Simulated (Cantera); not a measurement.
## Carbothermic reduction: Ta₂O₅ + CH₄ + CO

A closed system holds: 1 mol Ta₂O₅, 0.33 mol CH₄, 0.1 mol CO.

Cantera equilibrium calculation (NASA polynomials, part measured and part estimated; ideal gas, pure solids and liquids). Candidate condensed phases: C, C₆H₆, C₇H₈, C₈H₁₈, H₂O, Ta, TaC, Ta₂O₅; 113 gas species. Mutual solubility and eutectic melting of coexisting phases are not modelled. TaC: taken at fixed stoichiometry. Condensed phases not in the tables: Ta₂C, N, O or C dissolved in the metal. Equilibrium is a limit: real reactors are often held back by kinetics, nucleation or transport.

### Question
Map the stable condensed phases over T = 1075, 1225, 1375, 1525, 1675, 1825, 1975, 2125, 2275 °C and P in Pa = 10, 36, 130, 460, 1700, 6000, 22000, 77000, 280000, 1000000.

### Answer
```
T in °C \ P in Pa
              10      36     130     460    1700    6000   22000   77000  280000 1000000
   2275        A       B       B       C       C       C       C       C       D       D
   2125        B       B       C       C       C       C       C       D       D       D
   1975        B       C       C       C       C       C       D       D       D       D
   1825        C       C       C       C       C       D       D       D       D       D
   1675        C       C       C       E       D       D       D       D       D       D
   1525        C       C       D       D       D       D       D       D       D       D
   1375        D       D       D       D       D       D       D       D       D       D
   1225        D       D       D       D       D       D       D       D       D       D
   1075        D       D       D       D       D       D       D       D       F       G
```
A: gas only; B: Ta₂O₅; C: Ta + Ta₂O₅; D: TaC + Ta₂O₅; E: Ta + TaC + Ta₂O₅; F: C + TaC + Ta₂O₅; G: C + Ta₂O₅.
